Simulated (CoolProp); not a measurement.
Vapour-liquid equilibrium of n-heptane (1) + o-xylene (2) at 328 K; x and y are mole fractions of (1).

The numbers come from the multi-fluid Helmholtz-energy mixture model, Span 2003 and Zhou 2012; pair parameters Bell 2016 in CoolProp.

| x | bubble pressure (bar) | y at the bubble point | dew pressure at overall composition x (bar) | liquid density (mol/L) |
|---|---|---|---|---|
| 0.05 | (withheld) | 0.288 | 0.04500 | 7.928 |
| 0.2 | (withheld) | 0.626 | 0.05219 | 7.682 |
| 0.35 | (withheld) | (withheld) | 0.06206 | 7.446 |
| 0.5 | 0.1495 | (withheld) | 0.07634 | 7.219 |
| 0.65 | 0.1734 | 0.895 | 0.09857 | 7.001 |
| 0.8 | 0.1970 | 0.943 | 0.1361 | 6.792 |
| 0.95 | 0.2212 | 0.986 | 0.2009 | 6.591 |

**Question.** Complete the blanks.

**Answer.** 
- 0.05, bubble pressure (bar): 0.05755
- 0.2, bubble pressure (bar): 0.09418
- 0.35, bubble pressure (bar): 0.1238
- 0.35, y at the bubble point: 0.759
- 0.5, y at the bubble point: 0.838

No azeotrope shows between x = 0.05 and 0.95.

Pair parameters are fitted to limited data, so mixtures are less certain than the pure fluids.
